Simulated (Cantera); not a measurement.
Charge: 1 mol Si₃N₄, 0.066 mol O₂, 67 mol N₂, at 2000 K and 1.33 mbar.

Cantera equilibrium calculation (NASA polynomials, part measured and part estimated; ideal gas, pure solids and liquids). Candidate condensed phases: Si, SiO₂, Si₂N₂O, Si₃N₄; 16 gas species. The tables' values for SiN are old estimates; treat these amounts as uncertain. Kinetics and transport are ignored.

Base state: N₂ 0.964, Si 0.0327, SiO 0.00185, Si₂N 0.000400, Si₂ 0.000339, SiN 0.000305, Si₃ 7.26e-5 (mole fractions); condensed: Si(l).

**Question.** What changes in the equilibrium state with this change: Si₃N₄ replaced by SiC?

**Answer.** 
| species | before | after |
|---|---|---|
| N₂ | 0.964 | 0.996 |
| CO | 0 | 0.00194 |
| Si | 0.0327 | 0.00193 |
| SiC₂ | 0 | 6.88e-5 |
| Si₂C | 0 | 5.29e-5 |
| CN | 0 | 1.43e-5 |
| Si₃ | 7.26e-5 | 1.50e-8 |
| Si₂ | 0.000339 | 1.18e-6 |
| Si(l), mol | 0.389 | 0 |
| SiC(s), mol | 0 | 0.855 |
Further candidate phases: C, SiC.
